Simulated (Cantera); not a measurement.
A closed system holds: 1 mol SiCl₄, 2.3 mol Cl₂, a varied amount of H₂, at 1373.15 K and 7.80 bar.

Cantera equilibrium calculation (NASA polynomials, part measured and part estimated; ideal gas, pure solids and liquids). Candidate condensed phases: Si; 19 gas species. The tables' values for SiCl₃ are old estimates; treat these amounts as uncertain. Kinetics and transport are ignored.

x: gas mole fraction; nothing condenses.

```json
[
 {"n(H₂) (mol)": "0.42", "x HCl": "0.225", "x Cl₂": "0.501", "x H₂": "1.46e-9", "x SiCl₄": "0.268"},
 {"n(H₂) (mol)": "0.54", "x HCl": "0.280", "x Cl₂": "0.454", "x H₂": "2.50e-9", "x SiCl₄": "0.260"},
 {"n(H₂) (mol)": "0.69", "x HCl": "0.345", "x Cl₂": "0.400", "x H₂": "4.29e-9", "x SiCl₄": "0.250"},
 {"n(H₂) (mol)": "0.88", "x HCl": "0.420", "x Cl₂": "0.337", "x H₂": "7.56e-9", "x SiCl₄": "0.239"},
 {"n(H₂) (mol)": "1.1", "x HCl": "(withheld)", "x Cl₂": "(withheld)", "x H₂": "(withheld)", "x SiCl₄": "0.227"},
 {"n(H₂) (mol)": "1.5", "x HCl": "0.624", "x Cl₂": "0.165", "x H₂": "3.41e-8", "x SiCl₄": "0.208"},
 {"n(H₂) (mol)": "1.9", "x HCl": "0.730", "x Cl₂": "0.0757", "x H₂": "1.02e-7", "x SiCl₄": "0.192"},
 {"n(H₂) (mol)": "2.4", "x HCl": "0.807", "x Cl₂": "5.49e-7", "x H₂": "0.0171", "x SiCl₄": "0.175"},
 {"n(H₂) (mol)": "3.1", "x HCl": "(withheld)", "x Cl₂": "(withheld)", "x H₂": "(withheld)", "x SiCl₄": "(withheld)"},
 {"n(H₂) (mol)": "4", "x HCl": "0.634", "x Cl₂": "2.53e-8", "x H₂": "0.229", "x SiCl₄": "0.133"},
 {"n(H₂) (mol)": "5.1", "x HCl": "0.553", "x Cl₂": "1.35e-8", "x H₂": "0.328", "x SiCl₄": "0.113"}
]
```

**Question.** Some entries are withheld; supply them.

**Answer.** 
- 3.1, x HCl: 0.721
- 3.1, x Cl₂: 6.11e-8
- 3.1, x H₂: 0.123
- 3.1, x SiCl₄: 0.154
- 1.1, x HCl: 0.499
- 1.1, x Cl₂: 0.270
- 1.1, x H₂: 1.33e-8
